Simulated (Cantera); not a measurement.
# Equilibrium for hydrogen reduction and annealing atmospheres: CuO + H2 + H2O

Feed: 1 mol CuO, 1.1 mol H2, 1.6 mol H2O, held at 4.80 Torr.

These are equilibrium values from Cantera (NASA tables, ideal gas, pure condensed phases), not measurements of a reactor. Candidate condensed phases: Cu, CuO, Cu(OH)2, Cu2O, H2O; 12 gas species. Rates play no part.

```csv
T (K),log p H2O,log p Cu,log p H2,log p OH,n Cu(l)
1450,-2.21,-5.46,-3.63,-7.04,0.999
1500,-2.21,-5.08,-3.63,-6.70,0.997
1550,-2.21,-4.73,-3.63,-6.37,0.992
1600,-2.21,-4.40,-3.63,-6.07,0.983
1650,-2.22,-4.09,-3.63,-5.79,0.965
1700,-2.22,-3.80,-3.63,-5.52,0.931
1750,-2.23,-3.52,-3.64,-5.28,0.867
1800,-2.25,-3.27,-3.65,-5.05,0.749
1850,-2.28,-3.02,-3.67,-4.85,0.526
1900,-2.34,-2.79,-3.70,-4.68,0.0767
1950,-2.36,-2.77,-3.67,-4.50,0
2000,-2.36,-2.77,-3.62,-4.34,0
```
log p: log10 of the partial pressure in bar; n: condensed amount in mol.

From 1450 K to 1900 K the condensed part is Cu(l). From 1950 K to 2000 K nothing is condensed. The main Cu-bearing gas is Cu throughout.
